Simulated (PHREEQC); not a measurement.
A column of 0.5 m (30 cells, dispersivity 0.025 m, 300 s a shift, diffusion coefficient 3e-10 m²/s) holds 0.011 eq of the database's cation exchanger X per kg of pore water, first in equilibrium with 0.05 mol/kgw BaCl2, 0.00057 mol/kgw KBr and 1e-05 mol/kgw HCl. It is flushed with 0.017 mol/kgw SrCl2 and 1e-05 mol/kgw HCl, at 25 °C. Values are for the last cell. No CO2 enters from the air. Nothing may precipitate in this run.

Base run: PHREEQC, ion-association model, phreeqc.dat. Each further column changes one thing. The table gives Sr in solution (mol/kgw).

```
pore volumes      base  exchange capacity from 0.011 to 0.0055 eq/kgw  dispersivity from 0.025 to 0.05 m
------------  --------  ---------------------------------------------  ---------------------------------
0                    0                                              0                                  0
0.2167        6.56e-12                                       2.31e-11                            3.34e-7
0.5167        0.000143                                       0.000233                           0.000792
0.8167         0.00264                                        0.00374                            0.00425
1.017          0.00547                                        0.00740                            0.00682
1.217          0.00818                                         0.0105                            0.00903
1.517           0.0116                                         0.0138                             0.0116
1.817           0.0142                                         0.0156                             0.0135
2.017           0.0153                                         0.0163                             0.0145
2.217           0.0160                                         0.0166                             0.0152
2.517           0.0166                                         0.0169                             0.0159
2.817           0.0168                                         0.0170                             0.0164
3.017           0.0169                                         0.0170                             0.0166
```
